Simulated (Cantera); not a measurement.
Gas mixture: NO = 0.51 (molar parts), at 6.75 Torr, frozen composition.

Cantera's kinetic-theory transport with the Lennard-Jones parameters of GRI-Mech 3.0, ideal gas; thermal conductivity in the multicomponent form. The composition is frozen, though it would react at the higher temperatures.

D: mixture-averaged diffusion coefficient of that species in the mixture.

| T (K) | ρ (kg/m³) | cp (J/kg/K) | μ (µPa s) | λ (mW/m/K) | Pr | D (cm²/s) O | D (cm²/s) H₂O | D (cm²/s) CH₃ |
|---|---|---|---|---|---|---|---|---|
| 400 | 0.00812 | 998.6 | 23.1 | 32.5 | 0.711 | 59.3 | 44.0 | 41.7 |
| 550 | 0.00591 | 1028 | 28.9 | 41.9 | 0.709 | 102 | 79.8 | 72.4 |
| 700 | 0.00464 | 1067 | 34.0 | 51.2 | 0.708 | 153 | 123 | 109 |
| 850 | 0.00382 | 1104 | 38.6 | 60.2 | 0.708 | 212 | 174 | 151 |
| 1000 | 0.00325 | 1133 | 42.9 | 68.8 | 0.707 | 278 | 232 | 199 |
| 1150 | 0.00282 | 1153 | 47.0 | … | 0.707 | … | … | … |
| 1300 | 0.00250 | 1171 | 50.9 | … | 0.707 | … | … | … |
| 1450 | 0.00224 | 1186 | 54.7 | 91.8 | 0.707 | 515 | 438 | 369 |

Q: Some entries are withheld; supply them.

A: 
- 1150, λ (mW/m/K): 76.7
- 1150, D (cm²/s) O: 350
- 1150, D (cm²/s) H₂O: 295
- 1150, D (cm²/s) CH₃: 251
- 1300, λ (mW/m/K): 84.4
- 1300, D (cm²/s) O: 429
- 1300, D (cm²/s) H₂O: 364
- 1300, D (cm²/s) CH₃: 308
